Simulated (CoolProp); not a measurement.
Dry air at 293.15 K and 1.26 MPa is throttled through a valve to 0.288 MPa with no heat exchange. Each further row changes one setting.

The numbers come from the reference Helmholtz-energy equation of state, Lemmon 2000 in CoolProp. It is a pseudo-pure fit of the blend.

| case | temperature change (K) | final density (kg/m³) |
|---|---|---|
| as stated | -2.3 | 3.45 |
| outlet pressure 0.0864 MPa | -2.7 | 1.04 |
| outlet pressure 0.374 MPa | -2.1 | 4.48 |
